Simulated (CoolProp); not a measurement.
Saturation properties of R245fa (Tc = 427.0 K, pc = 3651 kPa, ω = 0.378).

The numbers come from the reference Helmholtz-energy equation of state, Akasaka 2015 in CoolProp.

| T (K) | p (kPa) | liquid density (kg/m³) | enthalpy of vaporisation (kJ/kg) | liquid viscosity (µPa s) | liquid conductivity (mW/(m K)) |
|---|---|---|---|---|---|
| 309 | 218.2 | 1308 | 184.9 | 348 | 88.7 |
| 313.2 | 251.1 | 1297 | 182.3 | 331 | 87.5 |
| 317.4 | 287.6 | 1284 | 179.6 | 316 | 86.3 |
| 321.7 | 329.2 | 1272 | 176.9 | 301 | 85.0 |
| 325.9 | 374.1 | 1259 | 174.1 | 287 | 83.8 |
| 330.2 | 424.8 | 1246 | 171.2 | 273 | 82.5 |
| 334.4 | 479.2 | 1233 | 168.2 | 260 | 81.3 |
| 338.6 | 538.7 | 1220 | 165.2 | 248 | 80.1 |
| 342.9 | 605.3 | 1206 | 162.0 | 236 | 78.9 |
| 347.1 | 676.1 | 1191 | 158.7 | 225 | 77.7 |
| 351.3 | 753.1 | 1177 | 155.4 | 215 | 76.4 |
| 355.6 | 838.5 | 1162 | 151.8 | 204 | 75.2 |

It boils at 288.2 K under 1 atm.

Viscosity comes from a separate model (Bell 2016), an estimate that may be off by 10 % or more. Thermal conductivity comes from a separate model (Huber 2003), an estimate that may be off by 10 % or more.
